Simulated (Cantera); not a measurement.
Input: 1 mol CH₂F₂, 0.83 mol CH₄, held at 17.0 mbar.

Equilibrium computed with Cantera from the NASA thermochemical tables; the gas is ideal and each condensed phase is pure. Candidate condensed phases: C, C₆H₆, C₇H₈, C₈H₁₈; 95 gas species. The numbers say what is thermodynamically allowed, not how fast it happens.

Which condensed phases are stable at each of these points (T (K)): 1375, 1575, 1775, 1975, 2175, 2375, 2575, 2775, 2975, 3175?


```csv
T (K),condensed phases,C condensed (%)
1375,C(graphite),100.0
1575,C(graphite),100.0
1775,C(graphite),100.0
1975,C(graphite),99.9
2175,C(graphite),99.6
2375,C(graphite),98.9
2575,C(graphite),97.7
2775,C(graphite),94.8
2975,C(graphite),80.7
3175,gas only,0.0
```

From 1375 K to 2975 K the condensed part is C(graphite). At 3175 K nothing is condensed.
